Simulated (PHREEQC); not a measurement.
Consider water at 30 °C with 170 mmol/kgw Mg(NO3)2. Closed to the air; pH follows from the charge balance.

Equilibrium calculation in PHREEQC: ion-association model, wateq4f.dat.

The ionic strength comes out as 0.510 mol/kgw. The activity of water is 0.991.

```json
[
 {"species": "NO3-", "molality": "0.340", "activity": "0.207", "log γ": "-0.215"},
 {"species": "Mg+2", "molality": "0.170", "activity": "0.0492", "log γ": "-0.539"},
 {"species": "H+", "molality": "7.32e-7", "activity": "5.58e-7", "log γ": "-0.118"},
 {"species": "MgOH+", "molality": "6.91e-7", "activity": "4.94e-7", "log γ": "-0.145"},
 {"species": "OH-", "molality": "4.09e-8", "activity": "2.57e-8", "log γ": "-0.202"}
]
```

No solid was allowed to form.
